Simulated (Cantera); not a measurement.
A closed system holds: 1 mol Cu2O, 2.3 mol CH4, 0.091 mol CO, equilibrated at 14.0 Pa.

These are equilibrium values from Cantera (NASA tables, ideal gas, pure condensed phases), not measurements of a reactor. Candidate condensed phases: C, C6H6, C7H8, C8H18, Cu, CuO, Cu(OH)2, Cu2O, H2O; 113 gas species. Rates play no part. All values below are at 1275 K.

Base state: H2 0.808, CO 0.192, Cu 0.000618, H 5.60e-5 (mole fractions); condensed: C(graphite) + Cu(s).

Problem. What changes in the equilibrium state with this change: pressure from 14.0 Pa to 3.20 bar?

Solution. 
```
species             before     after
----------------  --------  --------
H2                   0.808     0.786
CO                   0.192     0.189
CH4                8.47e-7    0.0183
H2O                2.53e-7   0.00555
Cu                0.000618   2.71e-8
CO2                3.60e-8  0.000804
H                  5.60e-5   3.65e-7
C(graphite), mol      1.30      1.23
Cu(s), mol            2.00      2.00
```
